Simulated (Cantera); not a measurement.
Charge: 1 mol CH₄, 0.052 mol O₂, equilibrated at 3.30 bar.

These are equilibrium values from Cantera (NASA tables, ideal gas, pure condensed phases), not measurements of a reactor. Candidate condensed phases: C, C₆H₆, C₇H₈, C₈H₁₈, H₂O; 131 gas species. Ions and electrons are included (thermal ionisation). The numbers say what is thermodynamically allowed, not how fast it happens.

Question: Which condensed phases are stable at each of these points (T (°C)): 2227, 2727, 3227, 3727, 4227, 4727?

Answer: 
```json
[
 {"T (°C)": "2227", "condensed phases": "C(graphite)", "C condensed (%)": "85.2"},
 {"T (°C)": "2727", "condensed phases": "C(graphite)", "C condensed (%)": "65.4"},
 {"T (°C)": "3227", "condensed phases": "C(graphite)", "C condensed (%)": "2.5"},
 {"T (°C)": "3727", "condensed phases": "gas only", "C condensed (%)": "0.0"},
 {"T (°C)": "4227", "condensed phases": "gas only", "C condensed (%)": "0.0"},
 {"T (°C)": "4727", "condensed phases": "gas only", "C condensed (%)": "0.0"}
]
```

From 2227 °C to 3227 °C the condensed part is C(graphite). From 3727 °C to 4727 °C nothing is condensed.
